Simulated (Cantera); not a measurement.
A closed system holds: 1 mol MgO, 0.29 mol SO₃, 0.56 mol H₂O, 1.2 mol O₂, at 1548.15 K and 22000 Pa.

Cantera equilibrium calculation (NASA polynomials, part measured and part estimated; ideal gas, pure solids and liquids). Candidate condensed phases: H₂O, H₂SO₄, Mg, MgO, Mg(OH)₂, MgS, MgSO₄, S; 26 gas species. Kinetics and transport are ignored.

Base state: O₂ 0.612, H₂O 0.255, SO₂ 0.131, SO₃ 0.00141, OH 0.000358, O 1.28e-5 (mole fractions); condensed: MgO(s).

Q: What changes in the equilibrium state with this change: temperature from 1548.15 K to 850 K?

A: 
```
species          before    after
-------------  --------  -------
O₂                0.612    0.682
H₂O               0.255    0.318
SO₃             0.00141  6.17e-8
SO₂               0.131  1.10e-8
OH             0.000358  1.28e-8
O               1.28e-5    <1e-9
MgO(s), mol        1.00    0.710
MgSO₄(s), mol         0    0.290
```
